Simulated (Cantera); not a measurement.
# NO annealing gas

An isothermal, constant-pressure homogeneous reactor starts with 77.5 % NO, 22.5 % N₂, at 1750 K and 1.01 bar.

Cantera simulation using GRI-Mech 3.0 (53 species, 325 reactions); the numbers are that mechanism's predictions, not measurements.

```csv
t (s),x NO,x NO₂,x O,x N₂,x N₂O,x O₂
4.00e-5,0.775,2.72e-6,8.61e-7,0.225,3.53e-6,8.92e-9
8.72e-5,0.775,6.90e-6,9.50e-7,0.225,7.63e-6,2.79e-8
0.000190,0.775,1.62e-5,1.12e-6,0.225,1.63e-5,9.65e-8
0.000414,0.775,3.73e-5,1.50e-6,0.225,3.42e-5,4.21e-7
0.000902,0.775,8.54e-5,2.34e-6,0.225,6.85e-5,2.44e-6
0.00197,0.775,0.000188,3.99e-6,0.225,0.000125,1.76e-5
0.00428,0.774,0.000334,6.18e-6,0.225,0.000193,0.000118
0.00934,0.773,0.000413,7.36e-6,0.225,0.000236,0.000512
0.0203,0.771,0.000443,7.83e-6,0.226,0.000242,0.00149
0.0443,0.767,0.000487,8.58e-6,0.229,0.000240,0.00361
0.0966,0.758,0.000569,9.98e-6,0.233,0.000233,0.00818
0.211,0.738,0.000703,1.24e-5,0.243,0.000220,0.0178
0.459,0.699,0.000887,1.62e-5,0.263,0.000196,0.0375
1.00,0.624,0.00107,2.16e-5,0.300,0.000155,0.0745
```
x: mole fraction; the columns are a selection and need not sum to one.

Equilibrium at this temperature and pressure: NO 0.00418, NO₂ 1.59e-5, O 4.64e-5, N₂ 0.610, N₂O 2.14e-7, O₂ 0.385 (gas phase only).
